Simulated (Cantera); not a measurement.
**Gas-phase reforming**

An isothermal, constant-pressure homogeneous reactor starts with 26.0 % CH4, 57.1 % H2O, 16.9 % H2, at 2050 K and 760 Torr.

Computed with Cantera and GRI-Mech 3.0 (53 species, 325 reactions).

| t (s) | x CH4 | x H2O | x H2 | x CH2O | x O |
|---|---|---|---|---|---|
| 0.000700 | 0.0238 | 0.418 | 0.450 | 1.61e-5 | 1.86e-7 |
| 0.00155 | 0.0159 | 0.376 | 0.488 | 9.40e-6 | 1.82e-7 |
| 0.00345 | 0.0124 | 0.321 | 0.531 | 5.53e-6 | 1.66e-7 |
| 0.00765 | 0.00869 | 0.264 | 0.576 | 2.78e-6 | 1.48e-7 |
| 0.0170 | 0.00459 | 0.219 | 0.611 | 1.11e-6 | 1.33e-7 |
| 0.0377 | 0.00118 | 0.198 | 0.629 | 2.74e-7 | 1.24e-7 |
| 0.0837 | 1.98e-5 | 0.195 | 0.633 | 4.55e-8 | 1.24e-7 |
| 0.186 | 6.57e-9 | 0.195 | 0.633 | 4.17e-8 | 1.25e-7 |
| 0.412 | 6.38e-9 | 0.195 | 0.633 | 4.17e-8 | 1.25e-7 |
| 0.915 | 6.38e-9 | 0.195 | 0.633 | 4.17e-8 | 1.25e-7 |
| 2.03 | 6.38e-9 | 0.195 | 0.633 | 4.17e-8 | 1.25e-7 |
| 4.51 | 6.38e-9 | 0.195 | 0.633 | 4.17e-8 | 1.25e-7 |
| 10.0 | 6.38e-9 | 0.195 | 0.633 | 4.17e-8 | 1.25e-7 |
x: mole fraction; the columns are a selection and need not sum to one.

Equilibrium at this temperature and pressure: CH4 7.60e-9, H2O 0.195, H2 0.633, CH2O 4.17e-8, O 1.25e-7 (gas phase only).
